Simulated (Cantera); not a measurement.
# Hydrocarbon pyrolysis for carbon deposition

A perfectly stirred reactor is fed with CH₄ : H₂ = 1 : 2 (molar parts), at 0.440 bar; it is held at 1425 K, and followed from long to short residence time.

Detailed kinetics in Cantera: GRI-Mech 3.0 (53 species, 325 reactions). GRI-Mech 3.0 stops at C3 and has no aromatics, soot or wall deposition, so with more carbon than oxygen in the feed, carbon stays in small species such as C2H2 where larger ones or solid carbon would form.

```tsv
τ (s)	x CH₄	x H₂	x CH₃	x C₂H₄	x C₂H₆	x C₂H₂
6.0	0.228	0.731	4.20e-5	0.00707	6.93e-5	0.0331
2.8	0.265	0.709	4.55e-5	0.00478	7.45e-5	0.0212
1.3	0.295	0.690	4.85e-5	0.00302	8.05e-5	0.0117
0.61	0.313	0.679	5.03e-5	0.00192	8.46e-5	0.00573
0.29	0.323	0.673	5.12e-5	0.00127	8.62e-5	0.00253
0.13	0.329	0.669	5.13e-5	0.000803	8.51e-5	0.000895
0.063	0.331	0.668	5.08e-5	0.000493	8.10e-5	0.000294
0.030	0.332	0.667	4.93e-5	0.000259	7.29e-5	7.62e-5
0.014	0.333	0.667	4.65e-5	0.000110	5.90e-5	1.48e-5
0.0065	0.333	0.667	4.19e-5	3.58e-5	3.96e-5	2.11e-6
0.0030	0.333	0.667	3.52e-5	8.74e-6	2.01e-5	2.11e-7
```
x: mole fraction; the columns are a selection and need not sum to one.
